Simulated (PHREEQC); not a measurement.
1 g of hydrous ferric oxide (600 m²/g; 0.2 weak and 0.005 strong sites per Fe, Dzombak-Morel constants, diffuse double layer) in 1 kg of water with 0.05 mol/kgw of an inert sodium salt and 8e-05 mol NaF and 0.0033 mol Na2HAsO4, at 25 °C; the pH is set by adding NaOH or the inert anion's acid. Oxygen alone is held at its pressure in air (log pO2 = -0.68). No CO2 enters from the air. No solid was allowed to form.

Model: ion-association model, wateq4f.dat, run in PHREEQC.

Predict As sorbed (%) at pH = 4.38, 5.88, 7.38, 8.12, 9.25.


```tsv
pH	As sorbed (%)
4.38	67.6
5.88	65.6
7.38	53.5
8.12	43.5
9.25	22.3
```
